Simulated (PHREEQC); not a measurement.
**Spent oxide etchant: an equilibrium model**

Solution (20 °C): 20 mmol/kgw HF, 0.44 mmol/kgw H2SiF6, 0.89 mmol/kgw HBF4 and 0.18 mmol/kgw H2SO4. It is in equilibrium with CO2 at log p = -3.4 (atm). Otherwise closed; pH follows from the charge balance.

All values are PHREEQC results (ion-association model, phreeqc.dat), not measurements.

Each row changes one thing in this solution. Precipitation was switched off in this run.

```tsv
case	pH	ionic strength (mol/kgw)	HF (mol/kgw)	F- (mol/kgw)	HF2- (mol/kgw)	HCO3- (mol/kgw)
as made	2.33	0.00566	0.0169	0.00282	0.000175	1.48e-9
HBF4 replaced by NaF at the same molality	2.42	0.00554	0.0169	0.00353	0.000220	1.84e-9
H2SiF6 left out	2.38	0.00463	0.0165	0.00309	0.000188	1.65e-9
0.027 mol/kgw CO2 added	2.33	0.00566	0.0169	0.00282	0.000175	1.48e-9
HF from 0.02 to 0.03 mol/kgw	2.25	0.00664	0.0257	0.00364	0.000344	1.25e-9
H2SO4 left out	2.34	0.00530	0.0168	0.00292	0.000180	1.54e-9
```

SiF6-2 is the database's only silicon fluoride. Real BF4- forms and hydrolyses slowly; the run takes it at equilibrium.
